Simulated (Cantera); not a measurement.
A closed system holds: 1 mol HCl, 0.097 mol O₂, 10 mol H₂, held at 1552 °C and 0.00430 bar.

These are equilibrium values from Cantera (NASA tables, ideal gas, pure condensed phases), not measurements of a reactor. Candidate condensed phases: H₂O; 14 gas species. Rates play no part.

Base state: H₂ 0.886, HCl 0.0901, H₂O 0.0176, H 0.00632, Cl 0.000490 (mole fractions); condensed: gas only.

What changes in the equilibrium state with this change: H₂ from 10 to 0.074 mol?


| species | before | after |
|---|---|---|
| HCl | 0.0901 | 0.729 |
| Cl | 0.000490 | 0.124 |
| H₂O | 0.0176 | 0.124 |
| H₂ | 0.886 | 0.000908 |
| O₂ | <1e-9 | 0.0198 |
| Cl₂ | 8.22e-9 | 0.000524 |
| ClO | <1e-9 | 1.99e-5 |
| O | 4.81e-8 | 0.000330 |
| OH | 8.76e-6 | 0.00193 |

What changes in the equilibrium state with this change: HCl replaced by NF₃?


```tsv
species	before	after
H₂	0.886	0.687
HF	0	0.249
N₂	0	0.0416
HCl	0.0901	0
H₂O	0.0176	0.0161
Cl	0.000490	0
H	0.00632	0.00557
```

What changes in the equilibrium state with this change: temperature from 1552 °C to 577 °C?


```tsv
species	before	after
H₂	0.886	0.891
HCl	0.0901	0.0909
H₂O	0.0176	0.0176
H	0.00632	<1e-9
Cl	0.000490	<1e-9
```
